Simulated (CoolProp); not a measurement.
The numbers come from the reference Helmholtz-energy equation of state, Rui 2013 in CoolProp.

Task: For R236EA, give the phase and the cp (kJ/(kg K)), cv (kJ/(kg K)) at 331.8 K and 0.783 bar.

Result: 
- 331.8 K and 0.783 bar: gas; cp 0.909, cv 0.849
